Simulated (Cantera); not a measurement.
# C₂H₂ + H₂O + H₂ (carbon deposition, reforming and gasification)

A closed system holds: 1 mol C₂H₂, 0.35 mol H₂O, 6.1 mol H₂, equilibrated at 2475 K.

Cantera equilibrium calculation (NASA polynomials, part measured and part estimated; ideal gas, pure solids and liquids). Candidate condensed phases: C, C₆H₆, C₇H₈, C₈H₁₈, H₂O; 110 gas species. The ideal-gas law is rough above about 30 bar. The numbers say what is thermodynamically allowed, not how fast it happens.

From 0.0750 Torr to 75000 Torr the condensed part is C(graphite). The main C-bearing gas is CO throughout. The share of C in condensed phases is highest at 0.345 Torr (76.7 %) and lowest at 75000 Torr (69.5 %).

```tsv
P (Pa)	log p H₂	log p H	log p CO	log p CH₄	n C(graphite)
10	-4.87	-4.08	-5.59	-13.54	1.44
46	-3.80	-3.55	-4.85	-11.40	1.53
220	-2.89	-3.09	-4.09	-9.58	1.53
1000	-2.12	-2.71	-3.39	-8.05	1.52
4600	-1.41	-2.35	-2.71	-6.62	1.51
22000	-0.70	-2.00	-2.02	-5.21	1.51
100000	-0.03	-1.66	-1.35	-3.87	1.51
460000	0.63	-1.33	-0.69	-2.54	1.50
2200000	1.31	-0.99	-0.01	-1.18	1.48
10000000	1.97	-0.66	0.66	0.13	1.39
```
log p: log10 of the partial pressure in bar; n: condensed amount in mol.
